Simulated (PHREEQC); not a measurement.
Acid mine or pickling water

Model water analysis in mg/kgw, 25 °C, pH 3.4, pe 11.2:

```tsv
constituent	mg/kgw
Na	2.88
K	13.5
Ca	70.8
Mg	17.1
Cl	27.7
S(6) as SO4	261
Si as SiO2	0.238
Pb	30.1
Mn(2)	5.06
```

Valence states are taken as typed.

Model: ion-association model, phreeqc.dat, run in PHREEQC.

Each row changes one thing in this solution. No solid was allowed to form.

| case | ionic strength (mol/kgw) | SO4-2 (mol/kgw) | Ca+2 (mol/kgw) | Mg+2 (mol/kgw) | CaSO4 (mol/kgw) | MgSO4 (mol/kgw) | SI of Anglesite (PbSO4) | SI of Gypsum (CaSO4:2H2O) |
|---|---|---|---|---|---|---|---|---|
| as made | 0.00974 | 0.00219 | 0.00150 | 0.000571 | 0.000263 | 0.000133 | +0.74 | -1.25 |
| Mn(2) from 5.06 to 10.1 mg/kgw | 0.00988 | 0.00218 | 0.00151 | 0.000572 | … | 0.000132 | +0.74 | -1.25 |
| temperature from 25 to 10 °C at the same typed pH | 0.00998 | 0.00226 | 0.00152 | 0.000606 | … | 9.77e-5 | +0.84 | -1.21 |
| all concentrations times 4 at the same typed pH | 0.0330 | 0.00743 | 0.00520 | 0.00191 | 0.00185 | 0.000909 | +1.50 | -0.40 |

**Question.** Fill in the missing entries.

**Answer.** 
- Mn(2) from 5.06 to 10.1 mg/kgw, CaSO4 (mol/kgw): 0.000261
- temperature from 25 to 10 °C at the same typed pH, CaSO4 (mol/kgw): 0.000246

Some of these states are supersaturated (in Anglesite, for instance). At this temperature some constants are extrapolated from 25 °C, and those without enthalpy data are left unchanged.
